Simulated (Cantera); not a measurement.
# Oxide etching and cleaning by halides: B2O3 + Cl2 + O2

A closed system holds: 1 mol B2O3, 3.2 mol Cl2, 0.95 mol O2, at 1202 °C and 510 Torr.

These are equilibrium values from Cantera (NASA tables, ideal gas, pure condensed phases), not measurements of a reactor. Candidate condensed phases: B, B2O3; 18 gas species. The tables' values for BOCl are old estimates; treat these amounts as uncertain. The numbers say what is thermodynamically allowed, not how fast it happens.

* **x(Cl2)**: 0.726
* **x(O2)**: 0.223
* **x(Cl)**: 0.0509
* **x(ClO)**: 0.000503
* **x(BOCl)**: 0.000112
* **x(BCl3)**: 5.04e-5
* **x(B2O3)**: 1.90e-5
* **x(B3O3Cl3)**: 1.72e-5
* **x(BO2)**: 6.44e-6
* **n(B2O3(l))**: 0.999 mol
* **gas amount**: 4.259 mol
* **log10 activity of B(s) (absent)**: -15.63
